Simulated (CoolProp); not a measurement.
Vapour-liquid equilibrium of CH2F2 (R32) (1) + propylene (2) at 304.2 K; x and y are mole fractions of (1).

Computed with CoolProp (multi-fluid Helmholtz-energy mixture model, Tillner-Roth 1997 and Lemmon 2013; pair parameters Bell 2016).

Task: Give the bubble pressure and the first vapour's composition at x = 0.125, 0.65, 0.95. Is there an azeotrope?

Result: x = 0.125: 1.701 MPa, y = 0.254; x = 0.65: 2.271 MPa, y = 0.663; x = 0.95: 2.085 MPa, y = 0.920. y crosses x between x = 0.65 and 0.725: the model has an azeotrope there.

The pair parameters rest on a limited set of measurements; away from them the model extrapolates.
